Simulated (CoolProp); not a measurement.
Vapour-liquid equilibrium of propane (1) + R152A (2) at 0.417 MPa; x and y are mole fractions of (1).

Model: multi-fluid Helmholtz-energy mixture model, Lemmon 2009 and Outcalt 1996; pair parameters Bell 2016, in CoolProp.

Q: Give the bubble temperature and the first vapour's composition at x = 0.05, 0.35, 0.95. Is there an azeotrope?

A: x = 0.05: 281.3 K, y = 0.185; x = 0.35: 268.0 K, y = 0.584; x = 0.95: 267.4 K, y = 0.912. y crosses x between x = 0.65 and 0.8: the model has an azeotrope there.

Pair parameters are fitted to limited data, so mixtures are less certain than the pure fluids.
